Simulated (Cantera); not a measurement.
Cantera run:

```python
import numpy as np
import cantera as ct

gas_names = """
    H HNO HNO2 HNO3 HO2 H2 H2O H2O2 N NH NH2 NH3 NH2OH NO NO2 NO3 N2 N2H2 N2H4 N2O O OH O2 O3 Si SiH
    SiH2 SiH3 SiH4 SiN SiO SiO2 Si2 Si2N Si3
""".split()
cond_names = """
    H2O(s) H2O(L) Si(cr) Si(L) SiO2(Lqz) SiO2(hqz) SiO2(L) Si2N2O(s) Si3N4(a)
""".split()


def load(file, names, dense=False):
    # The tables refer to 1 bar. Condensed volumes are neglected.
    table = {s.name: s for s in ct.Species.list_from_file(file)}
    out = []
    for n in names:
        d = dict(table[n].input_data)
        d["thermo"] = dict(d["thermo"], **{"reference-pressure": 1e5})
        if dense:
            d["equation-of-state"] = {"model": "constant-volume", "density": "1e6 g/cm^3"}
        out.append(ct.Species.from_dict(d))
    return out


gas = ct.Solution(thermo="ideal-gas", species=load("nasa_gas.yaml", gas_names))
cond = {s.name: ct.Solution(thermo="fixed-stoichiometry", species=[s], name=s.name)
        for s in load("nasa_condensed.yaml", cond_names, dense=True)}
atoms = {
    'Si': {'Si': 1},
    'N2O': {'N': 2, 'O': 1},
    'H2': {'H': 2},
}
top_T = {'Si2N2O(s)': 2100, 'Si3N4(a)': 2400}  # K; cautious upper limits of use, not melting points


def equilibrate(T, P, feed):
    n = {}
    for name, mol in feed.items():
        for a, k in atoms[name].items():
            n[a] = n.get(a, 0.0) + k * mol
    gas.TPX = T, P, n
    mass = sum(n.values()) * gas.mean_molecular_weight
    gas.equilibrate("TP")
    valid = [c for c in cond.values() if c.min_temp <= T <= top_T.get(c.name, c.max_temp)]
    mix = ct.Mixture([(gas, mass / gas.mean_molecular_weight)] + [(c, 0.0) for c in valid])
    mix.T, mix.P = T, P
    mix.equilibrate("TP", solver="vcs", rtol=1e-11, max_steps=5000)
    return mix


results = []
feed = {'Si': 1, 'N2O': 0.56, 'H2': 4.5}  # mol
T = 1598  # K
P = 10000  # Pa
mix = equilibrate(T, P, feed)
results.append((T, P, feed, dict(zip(mix.species_names, mix.species_moles))))
print(gas.report(threshold=1e-05))
for i in range(1, mix.n_phases):
    print(f"{mix.phase(i).name:16s} {mix.phase_moles(i):12.5e} mol")
```

Output:

```
       temperature   1598 K
          pressure   10000 Pa
           density   0.0019403 kg/m^3
  mean mol. weight   2.578 kg/kmol
   phase of matter   gas

                          1 kg             1 kmol
                     ---------------   ---------------
          enthalpy        1.5272e+07        3.9371e+07  J
   internal energy        1.0118e+07        2.6084e+07  J
           entropy             78485        2.0233e+05  J/K
    Gibbs function       -1.1015e+08       -2.8396e+08  J
 heat capacity c_p             12721             32796  J/K
 heat capacity c_v            9496.3             24481  J/K

                      mass frac. Y      mole frac. X     chem. pot. / RT
                     ---------------   ---------------   ---------------
                 H        6.5136e-05        0.00016659           -10.556
                H2           0.76597           0.97949           -21.112
               H2O        0.00078031        0.00011166           -56.134
                N2            0.1966          0.018092           -32.524
               SiO          0.036582         0.0021393           -44.878
     [  +30 minor]        4.5137e-06        6.5276e-07

Si(cr)            0.00000e+00 mol
SiO2(hqz)         3.63827e-02 mol
Si2N2O(s)         4.76895e-01 mol
Si3N4(a)          0.00000e+00 mol
```

These are equilibrium values from Cantera (NASA tables, ideal gas, pure condensed phases), not measurements of a reactor. Mutual solubility and eutectic melting of coexisting phases are not modelled. The tables hold silica as quartz up to 1696 K and as liquid above; real silica turns to tridymite and cristobalite and melts near 1996 K.
